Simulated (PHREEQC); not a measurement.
A column of 0.1 m (40 cells, dispersivity 0.005 m, 300 s a shift, diffusion coefficient 3e-10 m²/s) holds 0.0012 eq of the database's cation exchanger X per kg of pore water, first in equilibrium with 3.4 mmol/kgw MgSO4 and 0.01 mmol/kgw HCl. It is flushed with 1.7 mmol/kgw CaCl2 and 0.01 mmol/kgw HCl, at 15 °C. Values are for the last cell. CO2 from the air is kept out. No solid was allowed to form.

Base run: PHREEQC, ion-association model, phreeqc.dat. Each further column changes one thing. The table gives Ca in solution (mol/kgw).

| pore volumes | base | exchange capacity from 0.0012 to 0.0006 eq/kgw | dispersivity from 0.005 to 0.01 m |
|---|---|---|---|
| 0 | 0 | 0 | 0 |
| 0.2125 | 5.67e-14 | 1.10e-12 | … |
| 0.5125 | 3.40e-6 | 1.12e-5 | 3.46e-5 |
| 0.8125 | 0.000131 | 0.000272 | 0.000283 |
| 1.012 | 0.000370 | … | … |
| 1.212 | 0.000693 | 0.00101 | … |
| 1.512 | 0.00117 | 0.00140 | 0.00114 |
| 1.812 | 0.00147 | 0.00159 | 0.00138 |
| 2.013 | 0.00158 | 0.00165 | 0.00148 |
| 2.212 | 0.00164 | 0.00168 | 0.00156 |
| 2.513 | 0.00168 | 0.00169 | 0.00163 |
| 2.812 | 0.00169 | 0.00170 | 0.00166 |
| 3.013 | 0.00170 | 0.00170 | 0.00168 |

### Question
Complete the blanks.

### Answer

- 0.2125, dispersivity from 0.005 to 0.01 m: 4.03e-9
- 1.012, exchange capacity from 0.0012 to 0.0006 eq/kgw: 0.000637
- 1.012, dispersivity from 0.005 to 0.01 m: 0.000538
- 1.212, dispersivity from 0.005 to 0.01 m: 0.000802
